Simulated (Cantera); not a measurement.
A freely propagating, adiabatic, planar premixed flame of H₂ : O₂ : N₂ = 1 : 0.2 : 0.752 (molar parts), equivalence ratio 2.5, unburnt at 575 K and 113 Torr; mixture-averaged transport, grid criteria slope 0.08 and curve 0.16, no radiation.

Model: the H2/O2 subset of GRI-Mech 3.0, which has no nitrogen chemistry, integrated in Cantera. Burning velocities carry a grid error of a few per cent, more on coarse grids.

**Question.** How do the results move with these cheaper or finer settings: unity-Lewis-number transport; multicomponent transport; multicomponent+Soret transport; grid criteria slope 0.5, curve 1; grid criteria slope 0.25, curve 0.5; grid criteria slope 0.03, curve 0.06?

**Answer.** 
```
setting                               laminar burning velocity  thermal thickness  peak x(H)  peak x(H₂O₂)  grid points
------------------------------------  ------------------------  -----------------  ---------  ------------  -----------
as above                                              619 cm/s            5.34 mm      0.119       7.19e-7          149
unity-Lewis-number transport                          377 cm/s            4.77 mm      0.118       5.88e-7          134
multicomponent transport                              602 cm/s            5.38 mm      0.119       7.36e-7          149
multicomponent+Soret transport                        586 cm/s            5.31 mm      0.118       7.67e-7          149
grid criteria slope 0.5, curve 1                      768 cm/s            8.45 mm      0.119       7.91e-7           53
grid criteria slope 0.25, curve 0.5                   672 cm/s            6.23 mm      0.121       6.61e-7           80
grid criteria slope 0.03, curve 0.06                  608 cm/s            5.17 mm      0.118       7.27e-7          321
```
The base run took around 1.2 core-seconds (rough).
Unity Lewis numbers drop preferential diffusion, which matters most where H2 and H carry the flame; Soret adds thermal diffusion.
